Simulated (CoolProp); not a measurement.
cis-2-butene along the isotherm 338.7 K: Z from the reference equation and from simpler models built on Tc = 435.8 K, pc = 4.236 MPa, ω = 0.202; each cubic takes its own stable root.

The numbers come from the reference Helmholtz-energy equation of state, Lemmon 2005 in CoolProp. It is a short technical equation, of lower accuracy than the large ones.

```
p (MPa)   phase  reference
-------  ------  ---------
0.265       gas     0.9475
0.53        gas     0.8887
0.794    liquid    0.02806
1.06     liquid    0.03741
1.32     liquid    0.04653
1.59     liquid    0.05598
1.85     liquid    0.06506
2.12     liquid    0.07446
```

How far does each simpler model (van der Waals, Soave-Redlich-Kwong, Peng-Robinson) lie from the reference over these 8 states: mean and median of the absolute difference, and the worst?


- van der Waals: mean 876.6 %, median 62.2 %, worst +3063.6 % at 338.7 K and 0.794 MPa
- Soave-Redlich-Kwong: mean 7.5 %, median 9.6 %, worst +10.0 % at 338.7 K and 0.794 MPa
- Peng-Robinson: mean 2.5 %, median 3.1 %, worst -3.3 % at 338.7 K and 2.12 MPa

At some of these states van der Waals gives the other phase, because its saturation line lies elsewhere.
